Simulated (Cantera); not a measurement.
Input: 1 mol C2H2, 0.029 mol NH3, a varied amount of H2, held at 13.3 mbar.

Method: chemical equilibrium by Gibbs-energy minimisation in Cantera with the NASA 1993 tables (ideal gas, pure condensed phases). Candidate condensed phases: C, C6H6, C7H8, C8H18; 92 gas species. Equilibrium is a limit: real reactors are often held back by kinetics, nucleation or transport.

**Question.** What condenses at these points (T in °C, n(H2) in mol): (750, 7.3); (700, 12); (450, 12); (750, 30); (350, 21)?

**Answer.** 
```
T (°C)  n(H2) in mol  condensed phases  C condensed (%)
------  ------------  ----------------  ---------------
750              7.3                 C             99.6
700               12                 C             98.9
450               12                 C             61.7
750               30                 C             98.5
350               21          gas only              0.0
```
